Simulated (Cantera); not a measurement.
**Reactions in the system H-O-V**

Source: NASA polynomial tables (part measured, part estimated), evaluated in Cantera. Values are per mole of reaction as written; species without (g) are pure solids or liquids, kept so even where they would boil at 1 bar.

H2O(g) + V2O4 = V2O5 + H2(g)

| T (K) | ΔH° (kJ) | ΔS° (J/K) | ΔG° (kJ) | log10 K | condensed phases |
|---|---|---|---|---|---|
| 300 | 118.4 | -31.0 | 127.7 | -22.24 | V2O4(s), V2O5(s) |
| 573 | 112.6 | -50.2 | 141.3 | -12.88 | V2O4(s), V2O5(s) |
| 723 | 114.5 | -47.2 | 148.6 | -10.74 | V2O4(s), V2O5(s) |
| 873 | 116.4 | -44.8 | 155.5 | -9.30 | V2O4(s), V2O5(s) |
| 1023 | 183.4 | 26.2 | 156.6 | -7.99 | V2O4(s), V2O5(l) |
| 1173 | 185.7 | 28.3 | 152.5 | -6.79 | V2O4(s), V2O5(l) |
| 1323 | 187.4 | 29.7 | 148.1 | -5.85 | V2O4(s), V2O5(l) |
| 1473 | 188.5 | 30.5 | 143.6 | -5.09 | V2O4(s), V2O5(l) |
| 1623 | 189.0 | 30.8 | 139.0 | -4.47 | V2O4(s), V2O5(l) |
| 1773 | 188.9 | 30.7 | 134.4 | -3.96 | V2O4(s), V2O5(l) |
| 1923 | 72.5 | -33.2 | 136.4 | -3.71 | V2O4(l), V2O5(l) |
